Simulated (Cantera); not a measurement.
Ignition delay

Mixture: 3.26 % CH4, 0.521 % C2H6, 0.140 % C3H8, 18.8 % O2, 77.2 % N2, at 9.87 atm, adiabatic and at constant pressure. Ignition delay is the time to a rise of 400 K.

Cantera simulation using GRI-Mech 3.0 (53 species, 325 reactions); the numbers are that mechanism's predictions, not measurements.

```csv
T0 (K),delay (ms)
1125,2.81
1225,0.615
1325,0.180
1425,0.0656
1525,0.0280
1625,0.0135
1725,0.00722
1825,0.00426
1925,0.00274
2025,0.00190
```

The apparent activation energy between 1825 and 2025 K comes out as 120 kJ/mol.
